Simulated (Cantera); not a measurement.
Input (Python, Cantera) and output of one run.

```python
import numpy as np
import cantera as ct

gas_names = """
    AL ALCL ALCLF ALCLF2 ALCL2 ALCL2F ALCL3 ALF ALF2 ALF3 ALH ALN AL2 AL2CL6 AL2F6 CL CLF CLF3 CL2 F F2
    H HCL HF H2 H2F2 H3F3 H4F4 H5F5 H6F6 H7F7 N NF NF2 NF3 NH NH2 NH3 N2 N2H2 N2H4
""".split()
cond_names = """
    AL(cr) AL(L) ALCL3(s) ALCL3(L) ALF3(a) ALF3(b) ALF3(L) ALN(s) NH4CL(a) NH4CL(b)
""".split()


# ... load() reads the species with a 1 bar reference pressure and builds the phases ...
atoms = {
    'AlN': {'AL': 1, 'N': 1},
    'NF3': {'N': 1, 'F': 3},
    'N2': {'N': 2},
    'HCl': {'H': 1, 'CL': 1},
}
top_T = {'ALN(s)': 2750}  # K; cautious upper limits of use, not melting points


# ... equilibrate(T, P, feed) seeds the gas with the atoms and calls Mixture.equilibrate('TP', solver="vcs", rtol=1e-11, max_steps=5000) ...
results = []
T = 1223  # K
P = 1.3  # Pa
for m in [2, 2.5, 3, 3.6, 4.3, 5.2, 6.3, 7.6, 9.1, 11, 13]:
    feed = {'AlN': 1, 'NF3': m, 'N2': 0.35, 'HCl': 3}  # mol
    mix = equilibrate(T, P, feed)
    results.append((T, P, feed, dict(zip(mix.species_names, mix.species_moles))))

top = {s: max(r[3][s] / sum(r[3][g] for g in gas_names) for r in results) for s in gas_names}
cols = sorted((s for s in top if top[s] > 0.0001), key=lambda s: -top[s])[:7]
seen = [c for c in cond_names if any(r[3].get(c, 0) > 1e-12 for r in results)]
print("log10 of partial pressures in bar; condensed amounts in mol")
print(f"{'n(NF3)':>10s}" + "".join(f"{s[:9]:>10s}" for s in cols + seen))
for T, P, feed, n in results:
    ng = sum(n[g] for g in gas_names)
    print(f"{feed['NF3']:10.4g}" + "".join(f"{np.log10(max(n[s] / ng * P / 1e5, 1e-99)):10.3f}" for s in cols)
          + "".join(f"{n.get(c, 0):10.4g}" for c in seen))
```

Result:

```
log10 of partial pressures in bar; condensed amounts in mol
    n(NF3)         F        HF        CL        N2      ALF3       CLF       CL2
         2    -8.204    -5.344    -5.426    -5.553    -5.820    -8.788    -6.406
       2.5    -5.799    -5.415    -5.522    -5.570    -5.892    -6.478    -6.597
         3    -5.548    -5.479    -5.605    -5.585    -5.956    -6.311    -6.763
       3.6    -5.400    -5.547    -5.690    -5.600    -6.024    -6.248    -6.933
       4.3    -5.302    -5.615    -5.774    -5.615    -6.092    -6.233    -7.102
       5.2    -5.225    -5.691    -5.864    -5.630    -6.168    -6.247    -7.282
       6.3    -5.168    -5.769    -5.955    -5.644    -6.246    -6.281    -7.464
       7.6    -5.125    -5.847    -6.043    -5.656    -6.324    -6.326    -7.640
       9.1    -5.093    -5.922    -6.127    -5.667    -6.399    -6.378    -7.808
        11    -5.066    -6.002    -6.215    -5.677    -6.480    -6.439    -7.984
        13    -5.047    -6.073    -6.292    -5.684    -6.551    -6.497    -8.137
```

Equilibrium computed with Cantera from the NASA thermochemical tables; the gas is ideal and each condensed phase is pure.
